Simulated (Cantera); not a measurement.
Input: 1 mol CuO, 1.7 mol CO, 11 mol N2, at 2150 °C and 0.100 bar.

These are equilibrium values from Cantera (NASA tables, ideal gas, pure condensed phases), not measurements of a reactor. Candidate condensed phases: C, Cu, CuO, Cu2O; 27 gas species. Equilibrium is a limit: real reactors are often held back by kinetics, nucleation or transport.

**Question.** What is the equilibrium state?

**Answer.** 
```json
{
 "x(N2)": "0.795",
 "x(Cu)": "0.0722",
 "x(CO)": "0.0652",
 "x(CO2)": "0.0579",
 "x(O2)": "0.00463",
 "x(NO)": "0.00298",
 "x(O)": "0.00211",
 "x(CuO)": "0.000118",
 "x(Cu2)": "6.33e-5",
 "gas_amount": "13.81 mol",
 "log10 activity of Cu(l) (absent)": "-1.18",
 "log10 activity of C(graphite) (absent)": "-7.44"
}
```
